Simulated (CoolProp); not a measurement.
Vapour-liquid equilibrium of R134a (1) + R142b (2) at 259.8 K; x and y are mole fractions of (1).

The numbers come from the multi-fluid Helmholtz-energy mixture model, Tillner-Roth 1994 and Lemmon 2006; pair parameters Bell 2016 in CoolProp.

```csv
x,"bubble pressure, mixture model (bar)","bubble pressure, Raoult's law (bar)","y, mixture model","y, Raoult's law"
0.05,0.9129,0.8961,0.112,0.098
0.15,1.031,0.9864,0.290,0.267
0.25,1.141,1.077,0.428,0.407
0.35,(withheld),1.167,(withheld),0.526
0.45,(withheld),1.257,0.629,0.628
0.55,1.426,1.348,0.707,0.716
0.65,1.507,1.438,(withheld),0.793
0.75,(withheld),1.528,0.842,0.861
0.85,1.655,1.619,(withheld),0.921
0.95,1.722,1.709,0.967,0.975
```

**Question.** Fill in the missing entries.

**Answer.** 
- 0.35, bubble pressure, mixture model (bar): 1.244
- 0.35, y, mixture model: 0.538
- 0.45, bubble pressure, mixture model (bar): 1.338
- 0.65, y, mixture model: 0.777
- 0.75, bubble pressure, mixture model (bar): 1.583
- 0.85, y, mixture model: 0.904

The largest gap from Raoult's law is +6.6 % in bubble pressure, at x = 0.35. No azeotrope shows between x = 0.05 and 0.95.

Pair parameters are fitted to limited data, so mixtures are less certain than the pure fluids.
